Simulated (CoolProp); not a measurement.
A single-stage vapour-compression cycle with R125: evaporating at 242.15 K (dew point), condensing at 262.15 K (bubble point), superheat 2 K, subcooling 8 K, compressor efficiency 0.6, no pressure losses. Each further row changes one setting.

Values from CoolProp's reference Helmholtz-energy equation of state, Lemmon 2005.

| case | cooling COP | pressure ratio | discharge temperature (K) | refrigerating effect (kJ/kg) | volumetric capacity (kJ/m³) |
|---|---|---|---|---|---|
| as stated | 7.02 | 2.13 | 275.5 | 142 | 1970 |
| evaporating temperature 247.15 K | 9.74 | ___ | 272.4 | ___ | 2440 |
| condensing temperature 257.15 K | 9.57 | 1.79 | 268.1 | 148 | 2060 |
| subcooling 13 K | 7.31 | 2.13 | 275.5 | 148 | 2060 |
| superheat 12 K | ___ | 2.13 | ___ | 149 | ___ |
| compressor efficiency 0.5 | 5.85 | 2.13 | 280.4 | 142 | 1970 |

Q: What belongs in the gaps?

A: 
- evaporating temperature 247.15 K, pressure ratio: 1.74
- evaporating temperature 247.15 K, refrigerating effect (kJ/kg): 145
- superheat 12 K, cooling COP: 7.01
- superheat 12 K, discharge temperature (K): 285.9
- superheat 12 K, volumetric capacity (kJ/m³): 1980
